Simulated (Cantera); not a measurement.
A closed system holds: 1 mol BCl3, 15 mol H2, 43 mol N2, held at 923 K and 100 Torr.

Method: chemical equilibrium by Gibbs-energy minimisation in Cantera with the NASA 1993 tables (ideal gas, pure condensed phases). Candidate condensed phases: B, BN, NH4Cl; 21 gas species. N2 is the only nitrogen source here; it is nearly inert below about 1500 K, so the nitride shown seldom forms there in practice. Kinetics and transport are ignored.

What is the equilibrium state?


| Item | Value |
|---|---|
| x(N2) | 0.720 |
| x(H2) | 0.229 |
| x(HCl) | 0.0508 |
| x(NH3) | 1.25e-5 |
| n(BN(s)) | 1.00 mol |
| gas amount | 59.00 mol |
| log10 activity of B(s) (absent) | -9.08 |
